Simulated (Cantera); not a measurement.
An isothermal, constant-pressure homogeneous reactor starts with 0.398 % NH3, 99.6 % N2, at 1325 K and 0.390 bar.

Model: the gas-phase N/H chemistry of the illustrative SiF4/NH3 mechanism in the Surface Chemkin manual (1991), integrated in Cantera. Walls and surfaces, which speed up NH3 decomposition in real reactors, are not modelled.

Predict: x(NH3) at 50.0 s; x(H2) at 50.0 s; x(H) at 50.0 s; x(NH2) at 50.0 s.


```json
{
  "x(NH3) at 50.0 s": "0.00369 (gas-phase equilibrium 1.97e-8)",
  "x(H2) at 50.0 s": "0.000443 (gas-phase equilibrium 0.00595)",
  "x(H) at 50.0 s": "4.46e-8 (gas-phase equilibrium 2.03e-7)",
  "x(NH2) at 50.0 s": "6.81e-7 (gas-phase equilibrium 1.26e-12)"
}
```
